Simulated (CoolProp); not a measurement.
Model: reference Helmholtz-energy equation of state, Lemmon 2013, in CoolProp.

**Question.** Give the vapour pressure (MPa), liquid density (kg/m³), vapour viscosity (µPa s), liquid conductivity (mW/(m K)) of saturated propylene at 11.25, 32.15 °C.

**Answer.** 
```tsv
T (°C)	p (MPa)	liquid density (kg/m³)	vapour viscosity (µPa s)	liquid conductivity (mW/(m K))
11.25	0.806	529	8.26	118
32.15	1.37	494	9.30	108
```

Viscosity comes from a separate model (Huber 2003), an estimate that may be off by 10 % or more. Thermal conductivity comes from a separate model (Huber 2003), an estimate that may be off by 10 % or more.
